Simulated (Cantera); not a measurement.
Input (Python, Cantera):

```python
import numpy as np
import cantera as ct

gas = ct.Solution("gri30.yaml")
gas.TPX = 2175, 101325, {'NO': 1, 'N2': 0.44}
reactor = ct.IdealGasConstPressureReactor(gas, energy="off", clone=False)
net = ct.ReactorNet([reactor])
net.rtol, net.atol = 1e-08, 1e-18
show = ['NO', 'NO2', 'O', 'N2O', 'N2']
times = np.geomspace(7e-06, 2, 9)

steps = ct.SolutionArray(gas, extra=["t"])
rows = []
print(f"{'t/s':>10s}{'T/K':>9s}{'P/Pa':>11s}" + "".join(f"{s:>11s}" for s in show))
for t in times:
    while net.time < t:
        t_next = net.step()
        steps.append(gas.state, t=t_next)
    rows.append([np.interp(t, steps.t, y) for y in (steps.T, steps.P, *steps(*show).X.T)])
    print(f"{t:10.3e}{rows[-1][0]:9.1f}{rows[-1][1]:11.4g}" + "".join(f"{x:11.3e}" for x in rows[-1][2:]))
rate = np.gradient(steps.T, steps.t)
print("integrator steps:", len(steps.t))
if steps.T.max() > steps.T[0] + 200:
    print(f"time of steepest temperature rise: {steps.t[rate.argmax()]:.4e} s")
gas.TPX = 2175, 101325, {'NO': 1, 'N2': 0.44}
gas.equilibrate("TP")
print(f"equilibrium (TP): T = {gas.T:.1f} K  " + "  ".join(f"{s} {gas[s].X[0]:.3e}" for s in show))
```

Output:

```
       t/s      T/K       P/Pa         NO        NO2          O        N2O         N2
 7.000e-06   2175.0  1.013e+05  6.944e-01  1.669e-06  1.142e-05  1.248e-05  3.056e-01
 3.366e-05   2175.0  1.013e+05  6.943e-01  2.182e-05  4.584e-05  5.472e-05  3.056e-01
 1.618e-04   2175.0  1.013e+05  6.937e-01  1.433e-04  1.955e-04  1.744e-04  3.057e-01
 7.782e-04   2175.0  1.013e+05  6.906e-01  2.462e-04  3.212e-04  2.426e-04  3.072e-01
 3.742e-03   2175.0  1.013e+05  6.757e-01  2.885e-04  3.762e-04  2.305e-04  3.146e-01
 1.799e-02   2175.0  1.013e+05  6.046e-01  4.072e-04  5.673e-04  1.782e-04  3.501e-01
 8.651e-02   2175.0  1.013e+05  3.396e-01  4.169e-04  9.935e-04  5.248e-05  4.826e-01
 4.159e-01   2175.0  1.013e+05  4.500e-02  7.406e-05  1.312e-03  1.459e-06  6.298e-01
 2.000e+00   2175.0  1.013e+05  1.383e-02  2.330e-05  1.341e-03  6.991e-07  6.454e-01
integrator steps: 1049
equilibrium (TP): T = 2175.0 K  NO 1.377e-02  NO2 2.319e-05  O 1.341e-03  N2O 6.984e-07  N2 6.455e-01
```

Model: GRI-Mech 3.0 (53 species, 325 reactions), integrated in Cantera.
